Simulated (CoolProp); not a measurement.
Vapour-liquid equilibrium of R152A (1) + isobutane (2) at -36.05 °C; x and y are mole fractions of (1).

Values from CoolProp's multi-fluid Helmholtz-energy mixture model, Outcalt 1996 and Bücker 2006; pair parameters Bell 2016.

| x | bubble pressure (MPa) | y at the bubble point | dew pressure at overall composition x (MPa) | liquid density (mol/L) |
|---|---|---|---|---|
| 0.05 | 0.04458 | 0.249 | 0.03656 | 10.82 |
| 0.15 | 0.05763 | 0.463 | 0.04023 | 11.14 |
| 0.25 | 0.06495 | 0.555 | 0.04465 | 11.48 |
| 0.35 | 0.06879 | 0.603 | 0.05006 | 11.87 |
| 0.45 | 0.07065 | 0.630 | 0.05669 | 12.29 |
| 0.55 | 0.07149 | 0.649 | 0.06456 | 12.76 |
| 0.65 | 0.07181 | 0.666 | 0.07153 | 13.28 |
| 0.75 | 0.07158 | 0.690 | 0.06951 | 13.87 |
| 0.85 | 0.06997 | 0.739 | 0.06472 | 14.53 |
| 0.95 | 0.06417 | 0.861 | 0.05992 | 15.28 |

y crosses x between x = 0.65 and 0.75: the model has an azeotrope there.

The pair parameters rest on a limited set of measurements; away from them the model extrapolates. With so large a gap from Raoult's law the liquid may split in two, which this calculation doesn't test in full.
